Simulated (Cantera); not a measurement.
A closed system holds: 1 mol SiCl4, 0.35 mol H2, at 550 K and 0.360 bar.

Cantera equilibrium calculation (NASA polynomials, part measured and part estimated; ideal gas, pure solids and liquids). Candidate condensed phases: Si; 19 gas species. Rates play no part.

Base state: SiCl4 0.740, H2 0.258, HCl 0.00120, SiHCl3 0.00120 (mole fractions); condensed: gas only.

### Question
What changes in the equilibrium state with this change: SiCl4 replaced by Si?

### Answer
```
species      before  after
----------  -------  -----
H2            0.258   1.00
SiCl4         0.740      0
HCl         0.00120      0
SiHCl3      0.00120      0
Si(s), mol        0   1.00
```
